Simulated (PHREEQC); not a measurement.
## Spent oxide etchant: an equilibrium model

Consider water at 40 °C with 0.028 mol/kgw HF, 0.12 mol/kgw (NH4)2SiF6, 0.00019 mol/kgw H3BO3 and 1.3 mol/kgw HCl. Closed to the air; pH follows from the charge balance.

Equilibrium calculation in PHREEQC: ion-association model, phreeqc.dat.

| Property | Result |
|---|---|
| pH | 0.03 |
| ionic strength | 1.66 mol/kgw |
| activity of water | 0.949 |
| density | 1.024 g/cm³ |
| total alkalinity | -1810 meq/kg |

```csv
species,molality,activity,log γ
H+,1.30,0.943,-0.140
Cl-,1.30,0.754,-0.237
NH4+,0.240,0.113,-0.327
SiF6-2,0.120,0.0164,-0.862
HF,0.0285,0.0418,0.166
H4SiO4,0.000224,0.000328,0.166
BF4-,0.000185,0.000171,-0.034
F-,4.18e-5,2.24e-5,-0.271
HF2-,4.26e-6,3.93e-6,-0.034
H3BO3,2.88e-6,4.22e-6,0.166
BF3OH-,2.08e-6,1.92e-6,-0.034
BF2(OH)2-,1.11e-7,1.02e-7,-0.034
```

No solid was allowed to form. Saturation is exceeded, for instance for Quartz (slow to form); the values hold only as long as no solid forms. Ionic strength above about 0.7 mol/kgw puts this run outside the model's range. Constants without temperature data keep their 25 °C values here. SiF6-2 is the database's only silicon fluoride. Real BF4- forms and hydrolyses slowly; the run takes it at equilibrium.
